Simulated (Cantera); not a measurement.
An adiabatic, constant-volume homogeneous reactor starts with 7.66 % CH4, 19.4 % O2, 73.0 % N2, at 1725 K and 2.10 bar.

Detailed kinetics in Cantera: GRI-Mech 3.0 (53 species, 325 reactions).

Predict: time of steepest temperature rise; temperature at 6.00 s; equilibrium temperature; x(O2) at 6.00 s; x(HO2) at 6.00 s; x(H2O2) at 6.00 s.


- time of steepest temperature rise: 89.0 µs
- temperature at 6.00 s: 2947 K
- equilibrium temperature: 2947 K
- x(O2) at 6.00 s: 0.0413 (gas-phase equilibrium 0.0413)
- x(HO2) at 6.00 s: 1.72e-5 (gas-phase equilibrium 1.72e-5)
- x(H2O2) at 6.00 s: 7.51e-7 (gas-phase equilibrium 7.51e-7)
